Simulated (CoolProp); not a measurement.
R1132(E) along the isobar 46.8 bar: density (kg/m³) from the reference equation and from simpler models built on Tc = 348.8 K, pc = 51.74 bar, ω = 0.245; each cubic takes its own stable root.

The numbers come from the reference Helmholtz-energy equation of state, Akasaka 2024 in CoolProp.

| T (K) | phase | reference | van der Waals | Redlich-Kwong | Soave-Redlich-Kwong | Peng-Robinson |
|---|---|---|---|---|---|---|
| 256 | liquid | 1064 | 652.8 | 930.5 | 964.5 | 1091 |
| 269.1 | liquid | 1028 | 631.3 | 891.4 | 926.2 | 1048 |
| 282.2 | liquid | 989.6 | 607.6 | 848.5 | 883.3 | 999.7 |
| 295.3 | liquid | 946.5 | 580.8 | 800.5 | 834.6 | 944.3 |
| 308.4 | liquid | 896.7 | 549.5 | 745.2 | 777.5 | 878.9 |
| 321.5 | liquid | 836.0 | 510.3 | 678.2 | 707.4 | 797.9 |
| 334.6 | liquid | 752.1 | 451.9 | 585.7 | 610.4 | 684.9 |
| 347.6 | gas | 200.9 | 178.3 | 192.1 | 192.9 | 203.6 |
| 360.7 | gas | 157.9 | 152.3 | 157.3 | 154.6 | 161.5 |
| 373.8 | gas | 137.9 | 136.9 | 139.0 | 135.7 | 141.0 |
| 386.9 | gas | 124.8 | 125.7 | 126.5 | 123.1 | 127.5 |
| 400 | gas | 115.1 | 117.0 | 117.1 | 113.6 | 117.4 |
